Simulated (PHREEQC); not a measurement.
PHREEQC input (ion-association model, wateq4f.dat):

```
SOLUTION_MASTER_SPECIES
  An  An-  0  An  62.0  # stands for a non-complexing anion
SOLUTION_SPECIES
  An- = An-
    -log_k 0
    -gamma 3.0 0
  PO4-3 + 3H+ = H3PO4  # constants of phreeqc.dat
    -log_k 21.721
    -delta_h -10.1 kJ
PHASES
  Fix_H+
    H+ = H+
    -log_k 0
SOLUTION 1
  temp 25
  units mmol/kgw
  pH 7 charge
  B 0.00055
  P 0.00032
  Na 5.00055
  As(3) 0.00023
  An 5
END
SELECTED_OUTPUT 1
  -reset false
  -pH true
  -pe true
  -ionic_strength true
  -water true
  -totals As B Na P As(3) As(5)
  -molalities Hfo_wOH Hfo_wOH2+ Hfo_wO- Hfo_sOH Hfo_sOH2+ Hfo_sO- Hfo_wH2BO3 Hfo_wH2AsO3 Hfo_wH2PO4 Hfo_wHPO4-
    Hfo_wPO4-2
  -saturation_indices Arsenolite
PRINT
  -reset false
USE solution 1
SURFACE 1
  Hfo_wOH 0.000217978 600 0.097
  Hfo_sOH 5.44944e-06
  -no_edl
EQUILIBRIUM_PHASES 1
  Fix_H+ -4 HAn 10
    -force_equality true
END
# ... the last block is repeated for the other 12 points of pH, with NaOH or the acid as the point needs
```

Selected output (columns that matter, 9 of 13 rows; pH added in front):

```
pH	mu	As	B	Na	P	m_Hfo_wOH	m_Hfo_wOH2+	m_Hfo_wO-	m_Hfo_sOH	m_Hfo_sOH2+	m_Hfo_sO-	m_Hfo_wH2BO3	m_Hfo_wH2AsO3	si_Arsenolite
4	0.0052193	2.2358e-07	5.5e-07	0.0050005	4.8194e-08	1.1159e-07	0.00021759	1.3111e-12	2.7934e-09	5.4466e-06	3.2819e-14	2.5621e-13	6.4215e-09	-11.92
5.33	0.0051158	1.4309e-07	5.4999e-07	0.0050005	4.0081e-08	2.3602e-06	0.00021525	5.9285e-10	5.9104e-08	5.3903e-06	1.4846e-11	5.4179e-12	8.691e-08	-12.308
6	0.0051076	6.1679e-08	5.4998e-07	0.0050005	2.5818e-08	1.0611e-05	0.00020689	1.2466e-08	2.6583e-07	5.1833e-06	3.1232e-10	2.4345e-11	1.6832e-07	-13.039
6.67	0.0050903	1.9527e-08	5.499e-07	0.0050005	1.2349e-08	4.2028e-05	0.0001752	2.3096e-07	1.0532e-06	4.3905e-06	5.7877e-09	9.6193e-11	2.1047e-07	-14.041
8	0.0050069	5.6626e-09	5.4964e-07	0.0050006	8.2686e-09	0.00016567	3.2304e-05	1.9465e-05	4.152e-06	8.0958e-07	4.8782e-07	3.5781e-10	2.2431e-07	-15.177
9.33	0.005103	3.2336e-08	5.4994e-07	0.0051826	2.6893e-08	6.1768e-05	5.6333e-07	0.00015515	1.5477e-06	1.4115e-08	3.8876e-06	6.0771e-11	1.9504e-07	-14.441
10	0.0052121	1.4186e-07	5.4999e-07	0.005315	8.0992e-08	1.7069e-05	3.3283e-08	0.00020055	4.2737e-07	8.3331e-10	5.0212e-06	5.4119e-12	7.199e-08	-14.19
10.67	0.0056188	1.8223e-07	5.5e-07	0.0057284	1.9415e-07	3.8925e-06	1.6227e-09	0.00021391	9.739e-08	4.0599e-11	5.352e-06	2.9517e-13	4.9457e-09	-15.232
12	0.016525	9.0916e-08	5.5e-07	0.016637	3.1548e-07	1.8525e-07	3.6121e-12	0.00021765	4.6343e-09	9.0361e-14	5.4448e-06	6.4328e-16	5.3567e-12	-18.517
```

H3PO4, which wateq4f.dat lacks, is added to it with the constant of phreeqc.dat.
